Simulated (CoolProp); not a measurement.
Sulfur dioxide at several states: density (kg/m³) from the reference equation and from simpler models built on Tc = 430.6 K, pc = 78.87 bar, ω = 0.256; each cubic takes its own stable root.

Model: reference Helmholtz-energy equation of state, Gao 2016, in CoolProp.

```csv
T (K),p (bar),phase,reference,van der Waals,Redlich-Kwong,Soave-Redlich-Kwong,Peng-Robinson
260,0.449,gas,1.348,1.338,1.341,1.342,1.343
472.2,207,supercritical,802.5,626.6,715.6,678.9,740.6
372.8,0.561,gas,1.164,1.163,1.164,1.164,1.164
395.8,162,liquid,1108,724.6,948.0,971.2,1091
```
